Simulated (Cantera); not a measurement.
Source: NASA polynomial tables (part measured, part estimated), evaluated in Cantera. Values are per mole of reaction as written; species without (g) are pure solids or liquids, kept so even where they would boil at 1 bar.

**Question.** Between 598 and 1498 K, where is each reaction favourable under standard conditions?
- Pb(g) + O(g) ⇌ PbO
- Pb + N2O(g) ⇌ PbO + N2(g)
- 2 Pb(g) + NO2(g) ⇌ 2 PbO + N(g)

**Answer.** 
- Pb(g) + O(g) ⇌ PbO: ΔG° is -503 kJ at 598 K and -281 kJ at 1498 K; it stays negative (K > 1). ΔH° is -619 kJ and ΔS° -226 J/K at 1498 K.
- Pb + N2O(g) ⇌ PbO + N2(g): ΔG° is -286 kJ at 598 K and -271 kJ at 1498 K; it stays negative (K > 1). ΔH° is -270 kJ and ΔS° 1 J/K at 1498 K.
- 2 Pb(g) + NO2(g) ⇌ 2 PbO + N(g): ΔG° is -213 kJ at 598 K and 1 kJ at 1498 K; it changes sign between 1398 and 1498 K. ΔH° is -286 kJ and ΔS° -191 J/K at 1498 K.
